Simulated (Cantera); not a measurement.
A freely propagating, adiabatic, planar premixed flame of CH4 : C2H6 : O2 : N2 = 1 : 0.97 : 4.5 : 16.9 (molar parts), equivalence ratio 1.2, unburnt at 448 K and 5.00 bar; mixture-averaged transport, grid criteria slope 0.08 and curve 0.16, no radiation.

Model: GRI-Mech 3.0 (53 species, 325 reactions), integrated in Cantera. Burning velocities carry a grid error of a few per cent, more on coarse grids.

x: mole fraction of selected species; z is measured from the peak of heat release.

```csv
z (mm),T (K),u (m/s),x CH4,x C2H6,x O2,x C2H2,x CH2CO,x O
-0.304,449,0.475,0.0427,0.0414,0.192,9.33e-8,2.15e-8,<1e-8
-0.202,453,0.481,0.0424,0.0413,0.191,1.12e-6,3.29e-7,<1e-8
-0.152,468,0.499,0.0419,0.0410,0.190,5.56e-6,2.01e-6,<1e-8
-0.101,575,0.619,0.0391,0.0392,0.180,5.90e-5,3.16e-5,<1e-8
-0.0506,1070,1.18,0.0277,0.0251,0.132,0.000507,0.000393,…
-0.0253,1507,1.70,0.0170,0.00891,0.0851,0.00114,0.000917,…
0,1895,2.16,0.00532,0.000393,0.0384,0.00163,0.000626,…
0.0253,2072,2.36,0.000603,1.45e-6,0.0137,0.000437,7.22e-5,…
0.0506,2129,2.41,4.35e-5,<1e-8,0.00560,4.15e-5,4.42e-6,…
0.101,2177,2.46,3.31e-7,<1e-8,0.00210,4.42e-7,3.33e-8,…
0.202,2219,2.50,<1e-8,<1e-8,0.000941,<1e-8,<1e-8,…
0.405,2250,2.53,<1e-8,<1e-8,0.000367,<1e-8,<1e-8,…
0.810,2267,2.55,<1e-8,<1e-8,0.000128,<1e-8,<1e-8,…
```

### Question
What belongs in the gaps?

### Answer

- -0.0506, x O: 1.03e-6
- -0.0253, x O: 3.50e-5
- 0, x O: 0.000292
- 0.0253, x O: 0.000665
- 0.0506, x O: 0.000775
- 0.101, x O: 0.000570
- 0.202, x O: 0.000285
- 0.405, x O: 0.000109
- 0.810, x O: 3.81e-5
